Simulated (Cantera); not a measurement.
Feed: 1 mol NaCl, 0.2 mol HCl, 18 mol H2, at 25.0 Pa.

Equilibrium computed with Cantera from the NASA thermochemical tables; the gas is ideal and each condensed phase is pure. Candidate condensed phases: Na, NaCl; 10 gas species. The numbers say what is thermodynamically allowed, not how fast it happens.

log p: log10 of the partial pressure in bar; nothing condenses.

| T (K) | log p H2 | log p H | log p NaCl | log p HCl | log p Na |
|---|---|---|---|---|---|
| 1173 | -3.63 | -8.74 | -4.89 | -5.58 | -7.53 |
| 1273 | -3.63 | -7.96 | -4.89 | -5.56 | -6.87 |
| 1373 | -3.63 | -7.29 | -4.90 | -5.52 | -6.34 |
| 1473 | -3.63 | -6.71 | -4.93 | -5.43 | -5.95 |
| 1573 | -3.64 | -6.21 | -4.97 | -5.32 | -5.66 |
| 1673 | -3.64 | -5.76 | -5.03 | -5.21 | -5.45 |
| 1773 | -3.65 | [?] | [?] | [?] | [?] |
| 1873 | -3.66 | [?] | [?] | -5.05 | [?] |
| 1973 | -3.68 | -4.71 | -5.38 | -5.01 | -5.09 |

Question: Complete the blanks.

Answer: 
- 1873, log p H: -5.02
- 1873, log p NaCl: -5.23
- 1873, log p Na: -5.17
- 1773, log p H: -5.37
- 1773, log p NaCl: -5.12
- 1773, log p HCl: -5.12
- 1773, log p Na: -5.29
